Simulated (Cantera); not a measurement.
Mixture: 3.07 % CH4, 0.157 % H2, 13.0 % O2, 82.9 % N2, 0.860 % H2O, at 101000 Pa, adiabatic and at constant volume. Ignition delay is the time to a rise of 400 K.

Model: GRI-Mech 3.0 (53 species, 325 reactions), integrated in Cantera.

Task: Predict: delay at 1125 K; delay at 1275 K; delay at 1425 K; delay at 1575 K; delay at 1725 K; apparent activation energy between 1575 and 1725 K.

Result: 
```json
{
  "delay at 1125 K": "76.9 ms",
  "delay at 1275 K": "11.5 ms",
  "delay at 1425 K": "2.17 ms",
  "delay at 1575 K": "0.575 ms",
  "delay at 1725 K": "0.203 ms",
  "apparent activation energy between 1575 and 1725 K": "160 kJ/mol"
}
```
